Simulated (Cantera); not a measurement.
Charge: 1 mol HgO, 0.43 mol O2, 0.13 mol N2, at 1000 °C and 0.100 bar.

Cantera equilibrium calculation (NASA polynomials, part measured and part estimated; ideal gas, pure solids and liquids). Candidate condensed phases: Hg, HgO; 10 gas species. Equilibrium is a limit: real reactors are often held back by kinetics, nucleation or transport.

Question: What is the equilibrium state?

Answer: x(Hg): 0.485
x(O2): 0.451
x(N2): 0.0630
x(NO): 0.000137
gas amount: 2.060 mol
log10 activity of Hg(l) (absent): -3.72
